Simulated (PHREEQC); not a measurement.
Synthetic water in mg/L, 25 °C, pH 6.3, pe 11.5:

```
constituent                 mg/L
-----------------------  -------
Na                          17.4
K                            5.8
Ca                          7.57
Mg                          3.87
Cl                            43
S(6) as SO4                 2.37
Alkalinity as HCO3          19.9
Si as SiO2                 0.686
N(5) as NO3                 1.84
O(0) (dissolved oxygen)    0.322
B                        0.00308
```

Valence states are taken as typed.

Model: ion-association model, wateq4f.dat, run in PHREEQC.

Each row changes one thing in this solution. This is a speciation only: nothing precipitates in the calculation.

```csv
case,CO2 (mol/kgw),CaHCO3+ (mol/kgw),CaSO4 (mol/kgw),MgSO4 (mol/kgw),MgHCO3+ (mol/kgw),NaSO4- (mol/kgw),SI of Quartz (SiO2)
as made,0.000349,6.41e-7,5.94e-7,5.88e-7,4.97e-7,7.30e-8,-0.96
O(0) from 0.322 to 0.966 mg/L,0.000349,6.41e-7,5.94e-7,5.89e-7,4.97e-7,7.30e-8,-0.96
pH from 6.3 to 6.6 at the same alkalinity,___,6.40e-7,5.94e-7,5.89e-7,4.96e-7,7.30e-8,-0.96
temperature from 25 to 60 °C at the same typed pH,___,8.37e-7,7.46e-7,___,6.34e-7,8.48e-8,___
O(0) from 0.322 to 0.644 mg/L,0.000349,6.41e-7,5.94e-7,5.88e-7,4.97e-7,7.30e-8,-0.96
```

Question: What belongs in the gaps?

Answer: 
- pH from 6.3 to 6.6 at the same alkalinity, CO2 (mol/kgw): 0.000175
- temperature from 25 to 60 °C at the same typed pH, CO2 (mol/kgw): 0.000301
- temperature from 25 to 60 °C at the same typed pH, MgSO4 (mol/kgw): 1.23e-6
- temperature from 25 to 60 °C at the same typed pH, SI of Quartz (SiO2): -1.42

Constants without temperature data keep their 25 °C values here.
